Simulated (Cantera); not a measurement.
Feed: 1 mol CH₃OH, 0.054 mol CO₂, at 3.23 Torr.

Method: chemical equilibrium by Gibbs-energy minimisation in Cantera with the NASA 1993 tables (ideal gas, pure condensed phases). Candidate condensed phases: C, C₆H₆, C₇H₈, C₈H₁₈, H₂O; 131 gas species. Ions and electrons are included (thermal ionisation). The numbers say what is thermodynamically allowed, not how fast it happens. All values below are at 4477 °C.

Base state: H 0.761, CO 0.173, O 0.0378, C 0.0275, H₂ 0.000108, e- 7.28e-5, C+ 6.64e-5 (mole fractions); condensed: gas only.

Question: What changes in the equilibrium state with this change: CO₂ from 0.054 to 4 mol?

Answer: 
```json
[
 {"species": "CO", "before": "0.173", "after": "0.375"},
 {"species": "O", "before": "0.0378", "after": "0.313"},
 {"species": "H", "before": "0.761", "after": "0.305"},
 {"species": "C", "before": "0.0275", "after": "0.00720"},
 {"species": "O₂", "before": "2.41e-7", "after": "1.65e-5"},
 {"species": "H₂", "before": "0.000108", "after": "1.75e-5"},
 {"species": "OH", "before": "9.96e-6", "after": "3.30e-5"},
 {"species": "C+", "before": "6.64e-5", "after": "3.02e-5"},
 {"species": "e-", "before": "7.28e-5", "after": "4.20e-5"}
]
```
